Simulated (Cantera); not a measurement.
A freely propagating, adiabatic, planar premixed flame of CH4 : C2H6 : O2 : N2 = 1 : 0.042 : 3.16 : 11.9 (molar parts), equivalence ratio 0.68, unburnt at 375 K and 7500 Torr; mixture-averaged transport, grid criteria slope 0.08 and curve 0.16, no radiation.

Model: GRI-Mech 3.0 (53 species, 325 reactions), integrated in Cantera. Burning velocities carry a grid error of a few per cent, more on coarse grids.

Q: What does this change do: N2 11.9 to 15 parts?

A: 
| quantity | before | after |
|---|---|---|
| laminar burning velocity | 8.74 cm/s | 3.75 cm/s |
| thermal thickness | 0.171 mm | 0.360 mm |
| peak x(H2O2) | 8.12e-5 | 6.25e-5 |
| peak x(C2H) | <1e-8 | <1e-8 |

Q: What does this change do: inlet temperature 375 to 325 K?

A: 
| quantity | before | after |
|---|---|---|
| laminar burning velocity | 8.74 cm/s | 6.34 cm/s |
| thermal thickness | 0.171 mm | 0.198 mm |
| peak x(H2O2) | 8.12e-5 | 7.94e-5 |
| peak x(C2H) | <1e-8 | <1e-8 |
